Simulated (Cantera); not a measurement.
A Cantera script and what it prints.

```python
import numpy as np
import cantera as ct

gas_names = [...]  # 151 gases of nasa_gas.yaml made of C, H, N, O, Si
cond_names = """
    C(gr) C6H6(L) C7H8(L) C8H18(L),n-octa H2O(s) H2O(L) Si(cr) Si(L) SiC(b) SiO2(Lqz) SiO2(hqz) SiO2(L)
    Si2N2O(s) Si3N4(a)
""".split()


# ... load() reads the species with a 1 bar reference pressure and builds the phases ...
atoms = {
    'SiC': {'Si': 1, 'C': 1},
    'H2O': {'H': 2, 'O': 1},
    'N2': {'N': 2},
    'N2O': {'N': 2, 'O': 1},
}
top_T = {'C(gr)': 4500, 'SiC(b)': 3050, 'Si2N2O(s)': 2100, 'Si3N4(a)': 2400}  # K; cautious upper limits of use, not melting points


# ... equilibrate(T, P, feed) seeds the gas with the atoms and calls Mixture.equilibrate('TP', solver="vcs", rtol=1e-11, max_steps=5000) ...
results = []
feed = {'SiC': 1, 'H2O': 0.89, 'N2': 320, 'N2O': 0.018}  # mol
T = 1773  # K
P = 133.322  # Pa
mix = equilibrate(T, P, feed)
results.append((T, P, feed, dict(zip(mix.species_names, mix.species_moles))))
print(gas.report(threshold=0.001))
for i in range(1, mix.n_phases):
    print(f"{mix.phase(i).name:16s} {mix.phase_moles(i):12.5e} mol")
```

It prints:

```
       temperature   1773 K
          pressure   133.32 Pa
           density   0.00025284 kg/m^3
  mean mol. weight   27.957 kg/kmol
   phase of matter   gas

                          1 kg             1 kmol
                     ---------------   ---------------
          enthalpy        1.7146e+06        4.7936e+07  J
   internal energy        1.1873e+06        3.3194e+07  J
           entropy             10838        3.0299e+05  J/K
    Gibbs function       -1.7501e+07       -4.8926e+08  J
 heat capacity c_p            1270.4             35516  J/K
 heat capacity c_v            972.98             27201  J/K

                      mass frac. Y      mole frac. X     chem. pot. / RT
                     ---------------   ---------------   ---------------
                CO         0.0016158         0.0016128           -47.847
                H2        0.00018423         0.0025549           -31.693
                N2           0.99582           0.99378           -33.168
               SiO         0.0019032          0.001207           -49.381
     [ +147 minor]        0.00047838        0.00084251

C(gr)             0.00000e+00 mol
Si(L)             0.00000e+00 mol
SiC(b)            4.71935e-01 mol
SiO2(L)           0.00000e+00 mol
Si2N2O(s)         0.00000e+00 mol
Si3N4(a)          0.00000e+00 mol
```

Equilibrium computed with Cantera from the NASA thermochemical tables; the gas is ideal and each condensed phase is pure.
